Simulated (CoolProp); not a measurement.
Vapour-liquid equilibrium of ethanol (1) + n-heptane (2) at 457.6 K; x and y are mole fractions of (1).

Computed with CoolProp (multi-fluid Helmholtz-energy mixture model, Schroeder 2014 and Span 2003; pair parameters Bell 2016).

```
x      bubble pressure (MPa)  y at the bubble point  dew pressure at overall composition x (MPa)  liquid density (mol/L)
-----  ---------------------  ---------------------  -------------------------------------------  ----------------------
0.05                  0.9859                  0.230                                       0.7875                   5.289
0.125                  1.261                  0.398                                       0.8613                   5.474
0.2                    1.458                  0.487                                       0.9472                   5.684
0.275                  1.603                  0.544                                        1.049                   5.926
0.35                   1.717                  0.588                                        1.170                   6.211
0.425                  1.810                  0.626                                        1.316                   6.551
0.5                    1.890                  0.662                                        1.491                   6.960
0.575                  1.961                  0.699                                        1.684                   7.453
0.65                   2.022                  0.739                                        1.865                   8.048
0.725                  2.075                  0.783                                        2.002                   8.762
0.8                    2.118                  0.833                                        2.092                   9.615
0.875                  2.150                  0.889                                        2.144                   10.63
0.95                   2.170                  0.953                                        2.170                   11.84
```

No azeotrope shows between x = 0.05 and 0.95.

Pair parameters are fitted to limited data, so mixtures are less certain than the pure fluids.
